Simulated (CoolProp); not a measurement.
A simple Rankine cycle with toluene: condensing at 303.15 K, boiler at 1.88 MPa, turbine inlet 571.4 K, turbine efficiency 0.8, pump efficiency 0.6, no recuperator. Each further row changes one setting.

Computed with CoolProp (reference Helmholtz-energy equation of state, Lemmon 2006). It is a short technical equation, of lower accuracy than the large ones.

```
case                             thermal efficiency (%)  net work (kJ/kg)  heat in (kJ/kg)  turbine exit temperature (K)  volume ratio over the turbine
-------------------------------  ----------------------  ----------------  ---------------  ----------------------------  -----------------------------
as stated                                          24.3               196              805                         443.7                            382
turbine inlet 591.4 K                              24.2               206              851                         464.8                            372
condensing temperature 295.15 K                    25.4               208              819                         436.4                            567
boiler pressure 1.32 MPa                           23.3               191              820                         455.4                            251
turbine efficiency 0.7                             21.2               171              805                         458.4                            395
```
